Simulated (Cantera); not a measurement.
Input (Python, Cantera) and output of one run.

```python
import numpy as np
import cantera as ct

gas_names = """
    CL CL2 H HCL H2 Si SiCL SiCL2 SiCL3 SiCL4 SiH SiHCL3 SiH2 SiH2CL2 SiH3 SiH3CL SiH4 Si2 Si3
""".split()
cond_names = """
    Si(cr) Si(L)
""".split()


# ... load() reads the species with a 1 bar reference pressure and builds the phases ...
atoms = {
    'Si3H8': {'Si': 3, 'H': 8},
    'Cl2': {'CL': 2},
    'H2': {'H': 2},
}
top_T = {}  # K; cautious upper limits of use, not melting points


# ... equilibrate(T, P, feed) seeds the gas with the atoms and calls Mixture.equilibrate('TP', solver="vcs", rtol=1e-11, max_steps=5000) ...
results = []
feed = {'Si3H8': 1, 'Cl2': 0.22, 'H2': 13}  # mol
P = 101325  # Pa
for T in [923, 1023, 1123, 1223, 1323, 1423, 1523]:
    mix = equilibrate(T, P, feed)
    results.append((T, P, feed, dict(zip(mix.species_names, mix.species_moles))))
    x = sorted(zip(gas.X, gas.species_names), reverse=True)
    print(f"T = {T:g} K  P = {P:g} Pa  gas = {mix.phase_moles(0):.4g} mol")
    print("   x: " + "  ".join(f"{s} {v:.3e}" for v, s in x if v > 0.0001))
    print("   condensed (mol): " + ("  ".join(f"{mix.phase(i).name} {mix.phase_moles(i):.4g}"
          for i in range(1, mix.n_phases) if mix.phase_moles(i) > 1e-12) or "none"))
```

Result:

```
T = 923 K  P = 101325 Pa  gas = 17.1 mol
   x: H2 9.905e-01  SiHCL3 3.887e-03  SiCL4 2.615e-03  HCL 2.376e-03  SiH2CL2 5.657e-04
   condensed (mol): Si(cr) 2.878
T = 1023 K  P = 101325 Pa  gas = 17.12 mol
   x: H2 9.882e-01  HCL 5.584e-03  SiHCL3 3.292e-03  SiCL4 2.198e-03  SiH2CL2 5.458e-04
   condensed (mol): Si(cr) 2.894
T = 1123 K  P = 101325 Pa  gas = 17.14 mol
   x: H2 9.846e-01  HCL 1.056e-02  SiHCL3 2.390e-03  SiCL4 1.495e-03  SiH2CL2 4.679e-04  SiCL2 2.394e-04  SiCL3 1.698e-04
   condensed (mol): Si(cr) 2.918
T = 1223 K  P = 101325 Pa  gas = 17.18 mol
   x: H2 9.806e-01  HCL 1.613e-02  SiHCL3 1.324e-03  SiCL4 7.056e-04  SiCL2 6.453e-04  SiH2CL2 3.313e-04  SiCL3 2.390e-04
   condensed (mol): Si(cr) 2.944
T = 1323 K  P = 101325 Pa  gas = 17.2 mol
   x: H2 9.778e-01  HCL 1.995e-02  SiCL2 1.113e-03  SiHCL3 5.196e-04  SiCL4 2.090e-04  SiCL3 2.062e-04  SiH2CL2 1.851e-04
   condensed (mol): Si(cr) 2.961
T = 1423 K  P = 101325 Pa  gas = 17.21 mol
   x: H2 9.767e-01  HCL 2.145e-02  SiCL2 1.419e-03  SiHCL3 1.674e-04  SiCL3 1.303e-04
   condensed (mol): Si(cr) 2.968
T = 1523 K  P = 101325 Pa  gas = 17.22 mol
   x: H2 9.764e-01  HCL 2.183e-02  SiCL2 1.595e-03
   condensed (mol): Si(cr) 2.969
```

These are equilibrium values from Cantera (NASA tables, ideal gas, pure condensed phases), not measurements of a reactor. The feed counts by its element totals alone. The tables' values for SiCl3 are old estimates; treat these amounts as uncertain.
